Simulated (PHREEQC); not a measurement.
1 kg of water holding 0.029 mol Na2SO4, 0.12 mol NaHCO3, 0.095 mol Na2CO3, 0.0065 mol NaCl and 0.014 mol KCl is evaporated at 30 °C; the solids stay in contact with the brine. CO2 is held at log p = -3.4 (atm). Solids allowed: Arcanite, Burkeite, Glaserite, Halite, Kalicinite, Mirabilite, Misenite, Nahcolite, Natron, Sylvite, Thenardite, Trona. Others were left out.

All values are PHREEQC results (Pitzer model, pitzer.dat), not measurements.

Task: Predict ionic strength, water activity, Trona (mol), Thenardite (mol) at water left (kg) = 0.2541, 0.007648.

Result: 
| water left (kg) | ionic strength | water activity | Trona (mol) | Thenardite (mol) |
|---|---|---|---|---|
| 0.2541 | 2.18 | 0.969 | 0 | 0 |
| 0.007648 | 10.5 | 0.782 | 0.0979 | 0.0119 |
